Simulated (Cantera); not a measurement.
Charge: 1 mol MgSO4, 0.076 mol H2O, 1.2 mol CO2, at 1252 °C and 0.00180 bar.

Method: chemical equilibrium by Gibbs-energy minimisation in Cantera with the NASA 1993 tables (ideal gas, pure condensed phases). Equilibrium is a limit: real reactors are often held back by kinetics, nucleation or transport.

| species | before | after |
|---|---|---|
| CO2 | 0.432 | 0.433 |
| SO2 | 0.360 | 0.359 |
| O2 | 0.180 | 0.180 |
| SO3 | 0.000214 | 0.00136 |
| H2O | 0.0273 | 0.0274 |
| SO | 1.04e-5 | 3.05e-8 |
| CO | 0.000170 | 7.47e-7 |
| O | 5.66e-5 | 4.20e-7 |
| OH | 0.000236 | 1.02e-5 |
| MgO(s), mol | 1.00 | 1.00 |
Gas species are given as mole fractions.

Question: What was changed between the two runs?
A. temperature from 1252 °C to 1752 °C
B. temperature from 1252 °C to 952 °C
C. pressure from 0.00180 bar to 1.00 bar
D. temperature from 1252 °C to 550 °C

Answer: B, temperature from 1252 °C to 952 °C
